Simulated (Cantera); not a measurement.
A Cantera script and what it prints.

```python
import numpy as np
import cantera as ct

gas_names = """
    F O
""".split()
cond_names = """
    MgO(s) MgO(L) MgF2(s) MgF2(L)
""".split()


# ... load() reads the species with a 1 bar reference pressure and builds the phases ...
species = {s.name: s for s in load("nasa_gas.yaml", gas_names) + load("nasa_condensed.yaml", cond_names)}
# Each term lists the table entries of one substance; the one whose range holds T is used.
reactions = {
    '2 F(g) + MgO = MgF2 + O(g)':
        [(-2, ['F']), (-1, ['MgO(s)', 'MgO(L)']), (1, ['MgF2(s)', 'MgF2(L)']), (1, ['O'])],
}


def pick(names, T):
    return next(species[n] for n in names if species[n].thermo.min_temp <= T <= species[n].thermo.max_temp)


results = []
for label, terms in reactions.items():
    print(label)
    print("     T/K   dH/kJ  dS/(J/K)   dG/kJ   log10 K")
    for T in [1798, 1873, 1948, 2023, 2098, 2173, 2248, 2323, 2398, 2473, 2548]:
        used = [(nu, pick(names, T)) for nu, names in terms]
        dH = sum(nu * s.thermo.h(T) for nu, s in used) / 1e6
        dS = sum(nu * s.thermo.s(T) for nu, s in used) / 1e3
        dG = dH - T * dS / 1e3
        logK = -dG * 1e6 / (ct.gas_constant * T * np.log(10))
        results.append((label, T, dH, dS, dG, logK, [s.name for _, s in used]))
        print(f"{T:8g} {dH:8.1f} {dS:8.1f} {dG:8.1f} {logK:8.2f}")
```

Result:

```
2 F(g) + MgO = MgF2 + O(g)
     T/K   dH/kJ  dS/(J/K)   dG/kJ   log10 K
    1798   -360.7    -75.9   -224.3     6.52
    1873   -359.3    -75.1   -218.6     6.10
    1948   -357.9    -74.4   -213.0     5.71
    2023   -356.6    -73.7   -207.5     5.36
    2098   -355.2    -73.0   -202.0     5.03
    2173   -353.9    -72.4   -196.5     4.72
    2248   -352.6    -71.8   -191.1     4.44
    2323   -351.3    -71.2   -185.8     4.18
    2398   -350.0    -70.7   -180.4     3.93
    2473   -348.7    -70.2   -175.1     3.70
    2548   -347.5    -69.7   -169.9     3.48
```

Cantera with NASA thermochemical tables; ideal gases at 1 bar, condensed phases pure. Condensed species are held in their standard states even where they would react or evaporate.
